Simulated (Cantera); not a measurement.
A perfectly stirred reactor is fed with 94.3 % NH₃, 5.75 % H₂, at 35000 Pa; it is held at 1750 K, and followed from long to short residence time.

Computed with Cantera and the gas-phase N/H chemistry of the illustrative SiF4/NH3 mechanism in the Surface Chemkin manual (1991). Walls and surfaces, which speed up NH3 decomposition in real reactors, are not modelled.

Task: Predict: x(NH₃) at τ = 0.370 s; x(H₂) at τ = 0.370 s; x(NH₂) at τ = 0.370 s; x(NH) at τ = 0.370 s; x(N₂H₄) at τ = 0.370 s; x(NH₃) at τ = 7.20 ms; x(H₂) at τ = 7.20 ms; x(NH₂) at τ = 7.20 ms; x(NH) at τ = 7.20 ms; x(N₂H₄) at τ = 7.20 ms.

Result: 
- x(NH₃) at τ = 0.370 s = 0.740
- x(H₂) at τ = 0.370 s = 0.207
- x(NH₂) at τ = 0.370 s = 0.000261
- x(NH) at τ = 0.370 s = 1.65e-6
- x(N₂H₄) at τ = 0.370 s = 1.14e-7
- x(NH₃) at τ = 7.20 ms = 0.938
- x(H₂) at τ = 7.20 ms = 0.0609
- x(NH₂) at τ = 7.20 ms = 0.000293
- x(NH) at τ = 7.20 ms = 1.37e-6
- x(N₂H₄) at τ = 7.20 ms = 1.44e-7
